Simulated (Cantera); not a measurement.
# Formation from one mole of O2

Standard-state values (1 bar) from the NASA 1993 polynomials, evaluated with Cantera. Values are per mole of reaction as written; species without (g) are pure solids or liquids, kept so even where they would boil at 1 bar.

4 Al + O2(g) ⇌ 2 Al2O(g)

```csv
T (K),ΔH° (kJ),ΔS° (J/K),ΔG° (kJ),log10 K,condensed phases
823,-305.0,159.3,-436.1,27.68,Al(s)
923,-309.4,154.2,-451.8,25.57,Al(s)
1023,-356.4,104.1,-462.9,23.63,Al(l)
1123,-360.4,100.3,-473.1,22.00,Al(l)
1223,-364.5,96.9,-482.9,20.63,Al(l)
1323,-368.5,93.7,-492.5,19.44,Al(l)
1423,-372.5,90.8,-501.7,18.42,Al(l)
1523,-376.6,88.0,-510.6,17.51,Al(l)
1623,-380.6,85.5,-519.3,16.71,Al(l)
```

0.8 Ta + O2(g) ⇌ 0.4 Ta2O5

```json
[
 {"T (K)": "823", "ΔH° (kJ)": "-812.6", "ΔS° (J/K)": "-170.8", "ΔG° (kJ)": "-672.1", "log10 K": "42.66"},
 {"T (K)": "923", "ΔH° (kJ)": "-811.2", "ΔS° (J/K)": "-169.1", "ΔG° (kJ)": "-655.1", "log10 K": "37.07"},
 {"T (K)": "1023", "ΔH° (kJ)": "-809.6", "ΔS° (J/K)": "-167.5", "ΔG° (kJ)": "-638.3", "log10 K": "32.59"},
 {"T (K)": "1123", "ΔH° (kJ)": "-808.0", "ΔS° (J/K)": "-166.0", "ΔG° (kJ)": "-621.6", "log10 K": "28.91"},
 {"T (K)": "1223", "ΔH° (kJ)": "-806.3", "ΔS° (J/K)": "-164.6", "ΔG° (kJ)": "-605.1", "log10 K": "25.84"},
 {"T (K)": "1323", "ΔH° (kJ)": "-804.7", "ΔS° (J/K)": "-163.2", "ΔG° (kJ)": "-588.7", "log10 K": "23.24"},
 {"T (K)": "1423", "ΔH° (kJ)": "-803.0", "ΔS° (J/K)": "-162.0", "ΔG° (kJ)": "-572.4", "log10 K": "21.01"},
 {"T (K)": "1523", "ΔH° (kJ)": "-801.3", "ΔS° (J/K)": "-160.9", "ΔG° (kJ)": "-556.3", "log10 K": "19.08"},
 {"T (K)": "1623", "ΔH° (kJ)": "-799.6", "ΔS° (J/K)": "-159.8", "ΔG° (kJ)": "-540.3", "log10 K": "17.39"}
]
```

4 Li + O2(g) ⇌ 2 Li2O

| T (K) | ΔH° (kJ) | ΔS° (J/K) | ΔG° (kJ) | log10 K |
|---|---|---|---|---|
| 823 | -1211.9 | -279.6 | -981.7 | 62.31 |
| 923 | -1210.3 | -277.9 | -953.9 | 53.98 |
| 1023 | -1207.6 | -275.9 | -925.3 | 47.25 |
| 1123 | -1205.0 | -273.5 | -897.9 | 41.76 |
| 1223 | -1201.9 | -270.9 | -870.7 | 37.19 |
| 1323 | -1198.5 | -268.2 | -843.7 | 33.31 |
| 1423 | -1194.8 | -265.5 | -817.0 | 29.99 |
| 1523 | -1191.0 | -262.9 | -790.6 | 27.11 |
| 1623 | -1187.0 | -260.4 | -764.4 | 24.60 |

Ta + O2(g) ⇌ TaO2(g)

```json
[
 {"T (K)": "823", "ΔH° (kJ)": "-204.7", "ΔS° (J/K)": "25.9", "ΔG° (kJ)": "-226.0", "log10 K": "14.34"},
 {"T (K)": "923", "ΔH° (kJ)": "-205.4", "ΔS° (J/K)": "25.1", "ΔG° (kJ)": "-228.5", "log10 K": "12.93"},
 {"T (K)": "1023", "ΔH° (kJ)": "-206.1", "ΔS° (J/K)": "24.3", "ΔG° (kJ)": "-231.0", "log10 K": "11.79"},
 {"T (K)": "1123", "ΔH° (kJ)": "-206.8", "ΔS° (J/K)": "23.7", "ΔG° (kJ)": "-233.4", "log10 K": "10.86"},
 {"T (K)": "1223", "ΔH° (kJ)": "-207.6", "ΔS° (J/K)": "23.0", "ΔG° (kJ)": "-235.7", "log10 K": "10.07"},
 {"T (K)": "1323", "ΔH° (kJ)": "-208.4", "ΔS° (J/K)": "22.4", "ΔG° (kJ)": "-238.0", "log10 K": "9.40"},
 {"T (K)": "1423", "ΔH° (kJ)": "-209.2", "ΔS° (J/K)": "21.8", "ΔG° (kJ)": "-240.2", "log10 K": "8.82"},
 {"T (K)": "1523", "ΔH° (kJ)": "-210.1", "ΔS° (J/K)": "21.2", "ΔG° (kJ)": "-242.3", "log10 K": "8.31"},
 {"T (K)": "1623", "ΔH° (kJ)": "-211.0", "ΔS° (J/K)": "20.6", "ΔG° (kJ)": "-244.4", "log10 K": "7.87"}
]
```
